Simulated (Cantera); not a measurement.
Adiabatic ignition

An adiabatic, constant-volume homogeneous reactor starts with CH₃OH : O₂ : N₂ : CO₂ = 1 : 2.38 : 8.95 : 0.59 (molar parts), equivalence ratio 0.63, at 1750 K and 0.270 bar.

Model: GRI-Mech 3.0 (53 species, 325 reactions), integrated in Cantera. GRI-Mech 3.0 was tuned for natural gas; its chemistry of methanol as a main component is partial and can be far from experiment.

```tsv
t (s)	T (K)	P (bar)	x CH₃OH	x O₂	x CO₂	x H₂	x NO	x C₂H	x CH₂O
4.00e-6	1750	0.270	0.0771	0.184	0.0457	6.83e-5	2.15e-12	<1e-12	0.000148
1.10e-5	1750	0.270	0.0766	0.184	0.0457	0.000244	1.02e-11	<1e-12	0.000542
3.01e-5	1752	0.271	0.0742	0.182	0.0456	0.00109	4.82e-11	<1e-12	0.00251
8.26e-5	1815	0.285	0.0538	0.170	0.0451	0.00926	5.65e-10	1.27e-11	0.0160
0.000227	2365	0.402	<1e-12	0.0775	0.0674	0.0122	5.67e-5	<1e-12	4.38e-11
0.000622	2546	0.427	<1e-12	0.0753	0.0740	0.00963	0.000519	<1e-12	4.46e-11
0.00171	2648	0.441	<1e-12	0.0730	0.0789	0.00809	0.00264	<1e-12	4.92e-11
0.00469	2646	0.441	<1e-12	0.0707	0.0793	0.00802	0.00766	<1e-12	4.90e-11
0.0129	2640	0.439	<1e-12	0.0681	0.0796	0.00799	0.0134	<1e-12	4.85e-11
0.0353	2639	0.439	<1e-12	0.0675	0.0797	0.00799	0.0148	<1e-12	4.84e-11
0.0968	2639	0.439	<1e-12	0.0675	0.0797	0.00799	0.0148	<1e-12	4.84e-11
0.266	2639	0.439	<1e-12	0.0675	0.0797	0.00799	0.0148	<1e-12	4.84e-11
0.729	2639	0.439	<1e-12	0.0675	0.0797	0.00799	0.0148	<1e-12	4.84e-11
2.00	2639	0.439	<1e-12	0.0675	0.0797	0.00799	0.0148	<1e-12	4.84e-11
```
x: mole fraction; the columns are a selection and need not sum to one.

time of steepest temperature rise: 0.127 ms
temperature at 2.00 s: 2639 K
equilibrium temperature: 2639 K
x(CH₃OH) at 2.00 s: <1e-12 (gas-phase equilibrium <1e-12)
x(O₂) at 2.00 s: 0.0675 (gas-phase equilibrium 0.0675)
x(CO₂) at 2.00 s: 0.0797 (gas-phase equilibrium 0.0797)
